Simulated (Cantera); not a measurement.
Input: 1 mol SiO2, 0.38 mol CH4, 1.4 mol CO, equilibrated at 2023.15 K.

Cantera equilibrium calculation (NASA polynomials, part measured and part estimated; ideal gas, pure solids and liquids). Candidate condensed phases: C, C6H6, C7H8, C8H18, H2O, Si, SiC, SiO2; 123 gas species. Mutual solubility and eutectic melting of coexisting phases are not modelled. The tables hold silica as quartz up to 1696 K and as liquid above; real silica turns to tridymite and cristobalite and melts near 1996 K. The numbers say what is thermodynamically allowed, not how fast it happens.

Which condensed phases are stable at each of these points (P (Pa)): 10, 100, 1000, 10000, 100000, 1000000?


```tsv
P (Pa)	condensed phases	Si condensed (%)
10	gas only	0.0
100	SiO2(l)	23.4
1000	SiO2(l)	54.6
10000	SiO2(l)	61.1
100000	SiO2(l)	61.9
1000000	SiC(s) + SiO2(l)	97.3
```

At 0.000100 bar nothing is condensed. From 0.00100 bar to 1.00 bar the condensed part is SiO2(l). At 10.0 bar the condensed part is SiC(s) + SiO2(l).
